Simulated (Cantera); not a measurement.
## Equilibrium for carbothermic reduction: PbO + CH₄ + N₂

Charge: 1 mol PbO, 5 mol CH₄, 3.3 mol N₂, at 10.0 mbar.

Cantera equilibrium calculation (NASA polynomials, part measured and part estimated; ideal gas, pure solids and liquids). Candidate condensed phases: C, C₆H₆, C₇H₈, C₈H₁₈, H₂O, Pb, PbO, PbO₂, Pb₃O₄; 139 gas species. The numbers say what is thermodynamically allowed, not how fast it happens.

```tsv
T (K)	log p H₂	log p N₂	log p CO	log p Pb	log p H	log p HCN	log p C₂H₂ (acetylene)	log p HNC	n C(graphite)	n Pb(l)
1048	-2.16	-2.64	-3.16	-4.35	-9.19	-7.36	-10.56	-10.05	4.00	0.936
1148	-2.17	-2.65	-3.17	-3.55	-8.23	-6.80	-9.60	-9.22	4.00	0.588
1248	-2.18	-2.67	-3.18	-3.18	-7.42	-6.33	-8.80	-8.53	4.00	0
1348	-2.18	-2.67	-3.18	-3.18	-6.73	-5.92	-8.10	-7.93	4.00	0
1448	-2.18	-2.67	-3.18	-3.18	-6.13	-5.57	-7.51	-7.42	4.00	0
1548	-2.19	-2.67	-3.18	-3.18	-5.60	-5.26	-6.99	-6.97	3.99	0
1648	-2.19	-2.67	-3.18	-3.18	-5.14	-4.99	-6.53	-6.57	3.98	0
1748	-2.19	-2.67	-3.19	-3.19	-4.73	-4.75	-6.13	-6.23	3.97	0
1848	-2.19	-2.67	-3.19	-3.19	-4.37	-4.54	-5.78	-5.92	3.95	0
1948	-2.19	-2.67	-3.19	-3.19	-4.04	-4.35	-5.46	-5.64	3.92	0
2048	-2.20	-2.68	-3.19	-3.19	-3.75	-4.19	-5.18	-5.40	3.87	0
2148	-2.21	-2.68	-3.19	-3.19	-3.48	-4.04	-4.93	-5.18	3.81	0
```
log p: log10 of the partial pressure in bar; n: condensed amount in mol.

From 1048 K to 1148 K the condensed part is C(graphite) + Pb(l). From 1248 K to 2148 K the condensed part is C(graphite). The main Pb-bearing gas is Pb throughout.
